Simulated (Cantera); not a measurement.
A diamond (100) surface in a fixed gas of H2 with x(CH4) = 0.0029, x(H) = 0.016, at 1000 K, 0.250 bar; coverages are run to steady state.

Detailed kinetics in Cantera: the Harris–Goodwin 1993 mechanism for the reconstructed diamond (100) surface.

θ: site fractions in the mechanism's names (c6HH fully hydrogenated, c6H* and c6*H radical sites, c6** diradical, c6HM methylated).

| x(CH3) | growth (µm/h) | θ c6HH | θ c6H* | θ c6*H | θ c6** | θ c6HM |
|---|---|---|---|---|---|---|
| 1e-06 | ___ | 0.597 | 0.0191 | 0.374 | 0.00991 | 3.42e-5 |
| 2.2e-06 | ___ | 0.597 | 0.0191 | 0.374 | 0.00991 | 7.53e-5 |
| 5e-06 | ___ | 0.596 | 0.0191 | 0.374 | 0.00991 | 0.000171 |
| 1.1e-05 | ___ | 0.596 | 0.0191 | 0.374 | 0.00991 | 0.000377 |
| 2.5e-05 | ___ | 0.596 | 0.0191 | 0.374 | 0.00990 | 0.000855 |
| 5.6e-05 | ___ | 0.595 | 0.0191 | 0.373 | 0.00988 | 0.00191 |
| 0.00013 | ___ | 0.593 | 0.0190 | 0.372 | 0.00983 | 0.00442 |
| 0.00028 | ___ | 0.589 | 0.0189 | 0.369 | 0.00974 | 0.00945 |
| 0.00063 | ___ | 0.580 | 0.0186 | 0.363 | 0.00953 | 0.0209 |

Q: Some entries are withheld; supply them.

A: 
- 1e-06, growth (µm/h): 0.133
- 2.2e-06, growth (µm/h): 0.293
- 5e-06, growth (µm/h): 0.666
- 1.1e-05, growth (µm/h): 1.47
- 2.5e-05, growth (µm/h): 3.33
- 5.6e-05, growth (µm/h): 7.44
- 0.00013, growth (µm/h): 17.2
- 0.00028, growth (µm/h): 36.8
- 0.00063, growth (µm/h): 81.3
